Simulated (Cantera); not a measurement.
Cantera run:

```python
import numpy as np
import cantera as ct

gas_names = """
    CL CL2 H HCL H2 Si SiCL SiCL2 SiCL3 SiCL4 SiH SiHCL3 SiH2 SiH2CL2 SiH3 SiH3CL SiH4 Si2 Si3
""".split()
cond_names = """
    Si(cr) Si(L)
""".split()


# ... load() reads the species with a 1 bar reference pressure and builds the phases ...
atoms = {
    'SiCl4': {'Si': 1, 'CL': 4},
    'Cl2': {'CL': 2},
    'H2': {'H': 2},
}
top_T = {}  # K; cautious upper limits of use, not melting points


# ... equilibrate(T, P, feed) seeds the gas with the atoms and calls Mixture.equilibrate('TP', solver="vcs", rtol=1e-11, max_steps=5000) ...
results = []
T = 1198.15  # K
P = 350000  # Pa
for m in [0.5, 0.62, 0.76, 0.94, 1.2, 1.4, 1.8, 2.2, 2.7]:
    feed = {'SiCl4': 1, 'Cl2': m, 'H2': 3.2}  # mol
    mix = equilibrate(T, P, feed)
    results.append((T, P, feed, dict(zip(mix.species_names, mix.species_moles))))
    x = sorted(zip(gas.X, gas.species_names), reverse=True)
    print(f"T = {T:g} K  P = {P:g} Pa  n(Cl2) = {m:g} mol  gas = {mix.phase_moles(0):.4g} mol")
    print("   x: " + "  ".join(f"{s} {v:.3e}" for v, s in x if v > 1e-06))
    print("   condensed (mol): " + ("  ".join(f"{mix.phase(i).name} {mix.phase_moles(i):.4g}"
          for i in range(1, mix.n_phases) if mix.phase_moles(i) > 1e-12) or "none"))
```

Result:

```
T = 1198.15 K  P = 350000 Pa  n(Cl2) = 0.5 mol  gas = 4.704 mol
   x: H2 5.599e-01  HCL 2.275e-01  SiCL4 1.979e-01  SiHCL3 1.312e-02  SiCL3 1.358e-03  SiH2CL2 1.136e-04  SiCL2 8.233e-05
   condensed (mol): none
T = 1198.15 K  P = 350000 Pa  n(Cl2) = 0.62 mol  gas = 4.823 mol
   x: H2 5.239e-01  HCL 2.687e-01  SiCL4 1.958e-01  SiHCL3 1.028e-02  SiCL3 1.100e-03  SiH2CL2 7.053e-05  SiCL2 5.461e-05
   condensed (mol): none
T = 1198.15 K  P = 350000 Pa  n(Cl2) = 0.76 mol  gas = 4.962 mol
   x: H2 4.832e-01  HCL 3.153e-01  SiCL4 1.926e-01  SiHCL3 7.947e-03  SiCL3 8.855e-04  SiH2CL2 4.286e-05  SiCL2 3.599e-05
   condensed (mol): none
T = 1198.15 K  P = 350000 Pa  n(Cl2) = 0.94 mol  gas = 5.142 mol
   x: H2 4.332e-01  HCL 3.723e-01  SiCL4 1.879e-01  SiHCL3 5.886e-03  SiCL3 6.926e-04  SiH2CL2 2.410e-05  SiCL2 2.257e-05
   condensed (mol): none
T = 1198.15 K  P = 350000 Pa  n(Cl2) = 1.2 mol  gas = 5.401 mol
   x: HCL 4.488e-01  H2 3.660e-01  SiCL4 1.806e-01  SiHCL3 3.966e-03  SiCL3 5.077e-04  SiCL2 1.262e-05  SiH2CL2 1.138e-05
   condensed (mol): none
T = 1198.15 K  P = 350000 Pa  n(Cl2) = 1.4 mol  gas = 5.601 mol
   x: HCL 5.033e-01  H2 3.182e-01  SiCL4 1.751e-01  SiHCL3 2.981e-03  SiCL3 4.093e-04  SiCL2 8.455e-06  SiH2CL2 6.631e-06
   condensed (mol): none
T = 1198.15 K  P = 350000 Pa  n(Cl2) = 1.8 mol  gas = 6.001 mol
   x: HCL 6.019e-01  H2 2.314e-01  SiCL4 1.647e-01  SiHCL3 1.705e-03  SiCL3 2.744e-04  SiCL2 4.044e-06  SiH2CL2 2.307e-06
   condensed (mol): none
T = 1198.15 K  P = 350000 Pa  n(Cl2) = 2.2 mol  gas = 6.401 mol
   x: HCL 6.886e-01  H2 1.552e-01  SiCL4 1.551e-01  SiHCL3 9.413e-04  SiCL3 1.851e-04  SiCL2 1.952e-06
   condensed (mol): none
T = 1198.15 K  P = 350000 Pa  n(Cl2) = 2.7 mol  gas = 6.9 mol
   x: HCL 7.830e-01  SiCL4 1.445e-01  H2 7.205e-02  SiHCL3 3.579e-04  SiCL3 1.033e-04
   condensed (mol): none
```

Method: chemical equilibrium by Gibbs-energy minimisation in Cantera with the NASA 1993 tables (ideal gas, pure condensed phases). The tables' values for SiCl3 are old estimates; treat these amounts as uncertain.
